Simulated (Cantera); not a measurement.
Equilibrium for iron carbonyl, mercury and lead vapours: Pb + O2 + H2

Charge: 1 mol Pb, 0.029 mol O2, 73 mol H2, at 1.00 bar.

Method: chemical equilibrium by Gibbs-energy minimisation in Cantera with the NASA 1993 tables (ideal gas, pure condensed phases). Candidate condensed phases: H2O, Pb, PbO, PbO2, Pb3O4; 12 gas species. Kinetics and transport are ignored.

From 898 K to 1398 K the condensed part is Pb(l). At 1448 K nothing is condensed. The main Pb-bearing gas is Pb throughout.

```tsv
T (K)	log p H2	log p Pb	log p H2O	log p H	log p Pb2	log p PbO	n Pb(l)
898	0.00	-5.89	-3.10	-9.96	<-12	<-12	1.000
948	0.00	-5.32	-3.10	-9.28	-11.18	<-12	1.000
998	0.00	-4.81	-3.10	-8.67	-10.32	<-12	0.999
1048	0.00	-4.35	-3.10	-8.11	-9.55	<-12	0.997
1098	0.00	-3.93	-3.10	-7.61	-8.86	<-12	0.991
1148	0.00	-3.55	-3.10	-7.15	-8.22	-11.39	0.980
1198	0.00	-3.20	-3.10	-6.72	-7.64	-10.80	0.954
1248	0.00	-2.89	-3.10	-6.33	-7.11	-10.27	0.905
1298	0.00	-2.59	-3.10	-5.97	-6.62	-9.78	0.813
1348	0.00	-2.32	-3.10	-5.64	-6.17	-9.32	0.650
1398	0.00	-2.07	-3.10	-5.33	-5.75	-8.90	0.372
1448	-0.01	-1.87	-3.11	-5.04	-5.43	-8.54	0
```
log p: log10 of the partial pressure in bar; n: condensed amount in mol.
